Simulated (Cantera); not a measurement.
An isothermal, constant-pressure homogeneous reactor starts with NO : N2 = 1 : 0.048 (molar parts), at 1700 K and 1.20 bar.

Computed with Cantera and GRI-Mech 3.0 (53 species, 325 reactions).

### Question
Predict: x(NO) at 60.0 s; x(N2O) at 60.0 s; x(NO2) at 60.0 s; x(O) at 60.0 s; x(N2) at 60.0 s; x(O2) at 60.0 s.

### Answer
```
Property                                            Result
----------------  ----------------------------------------
x(NO) at 60.0 s     0.0488 (gas-phase equilibrium 0.00356)
x(N2O) at 60.0 s   1.06e-6 (gas-phase equilibrium 1.86e-7)
x(NO2) at 60.0 s  0.000245 (gas-phase equilibrium 1.84e-5)
x(O) at 60.0 s     2.76e-5 (gas-phase equilibrium 2.83e-5)
x(N2) at 60.0 s        0.498 (gas-phase equilibrium 0.521)
x(O2) at 60.0 s        0.452 (gas-phase equilibrium 0.475)
```
